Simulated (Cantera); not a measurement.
A closed system holds: 1 mol Cu2O, 0.58 mol CH4, 0.72 mol CO, held at 11.0 Pa.

Cantera equilibrium calculation (NASA polynomials, part measured and part estimated; ideal gas, pure solids and liquids). Candidate condensed phases: C, C6H6, C7H8, C8H18, Cu, CuO, Cu(OH)2, Cu2O, H2O; 113 gas species. The numbers say what is thermodynamically allowed, not how fast it happens. All values below are at 2348 K.

Base state: Cu 0.366, H 0.277, CO 0.229, H2 0.0554, O 0.0370, H2O 0.0127, OH 0.0109, CO2 0.00911 (mole fractions); condensed: gas only.

### Question
What changes in the equilibrium state with this change: CO from 0.72 to 0.015 mol?

### Answer
```
species   before    after
-------  -------  -------
Cu         0.366    0.422
H          0.277    0.306
CO         0.229    0.120
H2O       0.0127   0.0177
OH        0.0109   0.0138
H2        0.0554   0.0675
O         0.0370   0.0424
CO2      0.00911  0.00549
CuO      1.82e-5  2.41e-5
O2       0.00353  0.00463
```
